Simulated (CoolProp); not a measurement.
Vapour-liquid equilibrium of R22 (1) + R114 (2) at 12 bar; x and y are mole fractions of (1).

Values from CoolProp's multi-fluid Helmholtz-energy mixture model, Kamei 1995 and Platzer 1990; pair parameters Bell 2016. This equation is an older, rougher fit; its heat capacities, sound speeds and derivatives of the liquid may be far off and weren't checked against measurements.

| x | bubble temperature, mixture model (K) | bubble temperature, Raoult's law (K) | y, mixture model | y, Raoult's law |
|---|---|---|---|---|
| 0.05 | 357.3 | 358.6 | 0.154 | 0.170 |
| 0.15 | 345.1 | 348.0 | 0.381 | 0.413 |
| 0.25 | 336.1 | 339.4 | 0.531 | 0.578 |
| 0.35 | 329.3 | 332.2 | 0.636 | 0.694 |
| 0.45 | 323.8 | 326.1 | 0.717 | 0.779 |
| 0.55 | 319.1 | 320.8 | 0.782 | 0.843 |
| 0.65 | 315.1 | 316.1 | 0.838 | 0.893 |
| 0.75 | 311.4 | 312.0 | 0.889 | 0.932 |
| 0.85 | 308.0 | 308.3 | 0.935 | 0.963 |
| 0.95 | 304.9 | 305.0 | 0.979 | 0.989 |

The largest gap from Raoult's law is -3.3 K in bubble temperature, at x = 0.25. No azeotrope shows between x = 0.05 and 0.95.

Pair parameters are fitted to limited data, so mixtures are less certain than the pure fluids.
